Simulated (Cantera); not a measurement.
A perfectly stirred reactor is fed with CH4 : N2 = 1 : 1.3 (molar parts), at 760 Torr; it is held at 1098 K, and followed from long to short residence time.

Model: GRI-Mech 3.0 (53 species, 325 reactions), integrated in Cantera. GRI-Mech 3.0 stops at C3 and has no aromatics, soot or wall deposition, so with more carbon than oxygen in the feed, carbon stays in small species such as C2H2 where larger ones or solid carbon would form.

**Question.** What does this change do: temperature 1098 to 1350 K?

**Answer.** 
| quantity | before | after |
|---|---|---|
| x(CH4) at τ = 7.90 s | 0.435 | 0.330 |
| x(H) at τ = 7.90 s | 1.40e-12 | 3.13e-7 |
| x(C2H) at τ = 7.90 s | <1e-12 | 6.11e-11 |
| x(H2) at τ = 7.90 s | 1.59e-5 | 0.106 |
| x(HCN) at τ = 7.90 s | <1e-12 | 7.59e-12 |
| x(CH4) at τ = 0.180 s | 0.435 | 0.431 |
| x(H) at τ = 0.180 s | <1e-12 | 1.13e-8 |
| x(C2H) at τ = 0.180 s | <1e-12 | <1e-12 |
| x(H2) at τ = 0.180 s | 3.20e-7 | 0.00274 |
| x(HCN) at τ = 0.180 s | <1e-12 | <1e-12 |
